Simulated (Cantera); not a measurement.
An adiabatic, constant-pressure homogeneous reactor starts with CH₄ : H₂ : O₂ : N₂ = 1 : 0.035 : 3.67 : 13.8 (molar parts), equivalence ratio 0.55, at 950 K and 0.987 atm.

Detailed kinetics in Cantera: GRI-Mech 3.0 (53 species, 325 reactions). Below about 1000 K GRI-Mech 3.0 lacks low-temperature oxidation paths.

Task: Predict: time of steepest temperature rise; temperature at 3.00 s; equilibrium temperature; x(H₂) at 3.00 s; x(O₂) at 3.00 s; x(NO₂) at 3.00 s; x(O) at 3.00 s; x(H) at 3.00 s.

Result: 
| Quantity | Value |
|---|---|
| time of steepest temperature rise | 0.679 s |
| temperature at 3.00 s | 2086 K |
| equilibrium temperature | 2085 K |
| x(H₂) at 3.00 s | 0.000200 (gas-phase equilibrium 0.000199) |
| x(O₂) at 3.00 s | 0.0860 (gas-phase equilibrium 0.0858) |
| x(NO₂) at 3.00 s | 5.34e-6 (gas-phase equilibrium 5.73e-6) |
| x(O) at 3.00 s | 0.000371 (gas-phase equilibrium 0.000369) |
| x(H) at 3.00 s | 4.06e-5 (gas-phase equilibrium 4.03e-5) |
